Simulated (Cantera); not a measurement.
# Ignition delay

Mixture: 7.43 % CH4, 4.24 % H2, 17.0 % O2, 63.9 % N2, 7.43 % H2O, equivalence ratio 1.00, at 1.80 bar, adiabatic and at constant pressure. Ignition delay is the time to a rise of 400 K.

Model: GRI-Mech 3.0 (53 species, 325 reactions), integrated in Cantera. Below about 1000 K GRI-Mech 3.0 lacks low-temperature oxidation paths. Below about 950 K walls govern HO2 and H2O2 in real vessels.

```tsv
T0 (K)	delay (ms)
900	467
975	45.8
1050	7.84
1125	2.84
1200	1.42
1275	0.775
1350	0.440
```

```
Property                                                 Value
--------------------------------------------------  ----------
apparent activation energy between 1200 and 1350 K  110 kJ/mol
```
